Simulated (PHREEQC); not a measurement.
A made-up water analysis in mg/L, 25 °C, pH 8, pe 1.4:

```json
[
 {"constituent": "Na", "mg/L": "79.1"},
 {"constituent": "K", "mg/L": "8.41"},
 {"constituent": "Ca", "mg/L": "10.8"},
 {"constituent": "Mg", "mg/L": "32.5"},
 {"constituent": "Cl", "mg/L": "127"},
 {"constituent": "S(6) as SO4", "mg/L": "39.7"},
 {"constituent": "Alkalinity as HCO3", "mg/L": "150"},
 {"constituent": "Si as SiO2", "mg/L": "0.154"},
 {"constituent": "Sr", "mg/L": "0.121"}
]
```

Valence states are taken as typed.

Computed with PHREEQC (ion-association model, phreeqc.dat).

This is a speciation only: nothing precipitates in the calculation.

Question: Order these Ca species by the share of Ca that they hold, largest first: CaCO3, CaSO4, CaHCO3+, Ca+2.

Answer: Ca+2 (94 %), CaSO4 (2.8 %), CaHCO3+ (2.0 %), CaCO3 (1.1 %)

Question: Order these S species by the share of S that they hold, largest first: MgSO4, CaSO4, NaSO4-, SO4-2.

Answer: SO4-2 (85 %), MgSO4 (12 %), CaSO4 (1.8 %), NaSO4- (1.0 %)

The pH is 8.00 and the ionic strength 0.00857 mol/kgw.
